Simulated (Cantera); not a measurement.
Source: NASA polynomial tables (part measured, part estimated), evaluated in Cantera. Values are per mole of reaction as written; species without (g) are pure solids or liquids, kept so even where they would boil at 1 bar.

Task: Between 300 and 1600 K, where is each reaction favourable under standard conditions?
- 2 N₂O(g) + Nb → NbO₂(g) + 4 N(g)

Result: 
- 2 N₂O(g) + Nb → NbO₂(g) + 4 N(g): ΔG° is 1405 kJ at 300 K and 854 kJ at 1600 K; it stays positive (K < 1). ΔH° is 1532 kJ and ΔS° 424 J/K at 1600 K.
